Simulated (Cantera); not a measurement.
A closed system holds: 1 mol SiH4, a varied amount of H2O, 13 mol N2, equilibrated at 1348.15 K and 10.0 Torr.

Equilibrium computed with Cantera from the NASA thermochemical tables; the gas is ideal and each condensed phase is pure. Candidate condensed phases: H2O, Si, SiO2, Si2N2O, Si3N4; 35 gas species. N2 is the only nitrogen source here; it is nearly inert below about 1500 K, so the nitride shown seldom forms there in practice. Mutual solubility and eutectic melting of coexisting phases are not modelled. The tables hold silica as quartz up to 1696 K and as liquid above; real silica turns to tridymite and cristobalite and melts near 1996 K. Equilibrium is a limit: real reactors are often held back by kinetics, nucleation or transport.

Problem. Which condensed phases are stable at each of these points (n(H2O) (mol)): 0.1, 0.13, 0.18, 0.24, 0.31, 0.42, 0.55, 0.73, 0.97, 1.3?

Solution. 
```
n(H2O) (mol)            condensed phases  Si condensed (%)
------------  --------------------------  ----------------
0.1                 Si2N2O(s) + Si3N4(s)             100.0
0.13                Si2N2O(s) + Si3N4(s)             100.0
0.18                Si2N2O(s) + Si3N4(s)             100.0
0.24                Si2N2O(s) + Si3N4(s)             100.0
0.31                Si2N2O(s) + Si3N4(s)             100.0
0.42                Si2N2O(s) + Si3N4(s)             100.0
0.55          SiO2(β-quartz) + Si2N2O(s)             100.0
0.73          SiO2(β-quartz) + Si2N2O(s)             100.0
0.97          SiO2(β-quartz) + Si2N2O(s)             100.0
1.3           SiO2(β-quartz) + Si2N2O(s)             100.0
```

From 0.1 mol H2O to 0.42 mol H2O the condensed part is Si2N2O(s) + Si3N4(s). From 0.55 mol H2O to 1.3 mol H2O the condensed part is SiO2(β-quartz) + Si2N2O(s).
